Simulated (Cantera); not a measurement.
Feed: 1 mol Si, 0.51 mol HCl, 8.3 mol H2, held at 75.0 Torr.

Equilibrium computed with Cantera from the NASA thermochemical tables; the gas is ideal and each condensed phase is pure. Candidate condensed phases: Si; 19 gas species. The tables' values for SiCl3 are old estimates; treat these amounts as uncertain. The numbers say what is thermodynamically allowed, not how fast it happens.

x: gas mole fraction; n: condensed amount in mol.

| T (K) | x H2 | x HCl | x SiCl4 | x SiCl2 | x SiHCl3 | x SiCl3 | n Si(s) |
|---|---|---|---|---|---|---|---|
| 973 | 0.977 | 0.00901 | 0.00827 | 0.000134 | 0.00504 | 0.000196 | 0.879 |
| 1023 | 0.974 | 0.0134 | 0.00734 | 0.000326 | 0.00453 | 0.000337 | 0.888 |
| 1073 | 0.970 | 0.0188 | 0.00613 | 0.000706 | 0.00389 | 0.000520 | 0.899 |
| 1123 | 0.965 | … | … | … | … | 0.000715 | 0.911 |
| 1173 | 0.960 | … | … | … | … | 0.000859 | 0.922 |
| 1223 | 0.956 | 0.0363 | 0.00188 | 0.00335 | 0.00153 | 0.000890 | 0.931 |
| 1273 | 0.953 | 0.0401 | 0.000959 | 0.00436 | 0.000910 | 0.000799 | 0.937 |
| 1323 | 0.951 | 0.0423 | 0.000441 | 0.00515 | 0.000503 | 0.000644 | 0.940 |

### Question
Fill in the missing entries.

### Answer

- 1173, x HCl: 0.0310
- 1173, x SiCl4: 0.00320
- 1173, x SiCl2: 0.00227
- 1173, x SiHCl3: 0.00231
- 1123, x HCl: 0.0248
- 1123, x SiCl4: 0.00470
- 1123, x SiCl2: 0.00135
- 1123, x SiHCl3: 0.00313
